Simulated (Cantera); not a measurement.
A closed system holds: 1 mol Fe2O3, 370 mol H2.

Method: chemical equilibrium by Gibbs-energy minimisation in Cantera with the NASA 1993 tables (ideal gas, pure condensed phases). Candidate condensed phases: Fe, FeO, Fe(OH)2, Fe(OH)3, Fe2O3, Fe3O4, H2O; 12 gas species. The numbers say what is thermodynamically allowed, not how fast it happens.

Stable condensed phases, one row left out:

```
T in K \ P in Pa
              10      32     100     320    1000    3200   10000   32000  100000  320000 1000000
   2175        A       A       A       A       A       A       A       A       B       B       B
   1875        A       A       A       A       A       B       B       B       B       B       B
   1725        A       A       A       B       B       B       B       B       B       B       B
   1575        A       B       B       B       B       B       B       B       B       B       B
   1425        B       B       B       B       B       B       B       B       B       B       B
   1275        B       B       B       B       B       B       B       B       B       B       B
   1125        B       B       B       B       B       B       B       B       B       B       B
    975        B       B       B       B       B       B       B       B       B       B       B
```

A: gas only; B: Fe.

Give the row for 2025 K.

10: gas only; 32: gas only; 100: gas only; 320: gas only; 1000: gas only; 3200: gas only; 10000: Fe; 32000: Fe; 100000: Fe; 320000: Fe; 1000000: Fe.
